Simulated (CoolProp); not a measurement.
Vapour-liquid equilibrium of R115 (1) + R22 (2) at 185.2 K; x and y are mole fractions of (1).

Model: multi-fluid Helmholtz-energy mixture model, Lemmon 2016 and Kamei 1995; pair parameters Bell 2016, in CoolProp.

| x | bubble pressure, mixture model (kPa) | bubble pressure, Raoult's law (kPa) | y, mixture model | y, Raoult's law |
|---|---|---|---|---|
| 0.05 | 6.128 | 5.682 | 0.119 | 0.051 |
| 0.2 | 7.191 | 5.694 | 0.354 | 0.202 |
| 0.35 | 7.775 | 5.705 | 0.479 | 0.353 |
| 0.5 | 7.985 | 5.716 | 0.548 | 0.503 |
| 0.65 | 7.982 | 5.728 | 0.592 | 0.653 |
| 0.8 | 7.775 | 5.739 | 0.646 | 0.802 |
| 0.95 | 6.717 | 5.750 | 0.819 | 0.951 |

The largest gap from Raoult's law is +39.7 % in bubble pressure, at x = 0.5. y crosses x between x = 0.5 and 0.65: the model has an azeotrope there.

Pair parameters are fitted to limited data, so mixtures are less certain than the pure fluids.
